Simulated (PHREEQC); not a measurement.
Solution (45 °C): 0.022 mol/kgw HF, 0.0103 mol/kgw H2SiF6, 0.0024 mol/kgw H3AsO4 and 3.6e-05 mol/kgw HCl. Closed to the air; pH follows from the charge balance.

The numbers come from PHREEQC with the ion-association model, wateq4f.dat.

This is a speciation only: nothing precipitates in the calculation.

### Question
Order these F species by the share of F that they hold, largest first: SiF6-2, H2F2, HF2-, HF, F-.

### Answer
SiF6-2 (74 %), HF (24 %), H2F2 (1.2 %), F- (0.71 %), HF2- (0.12 %)

The pH is 1.72 and the ionic strength 0.0321 mol/kgw. Complexes and solids missing from the database can't appear. Away from 25 °C the constants follow the database's enthalpies or fits; those with neither stay at their 25 °C values. SiF6-2 is the database's only silicon fluoride.
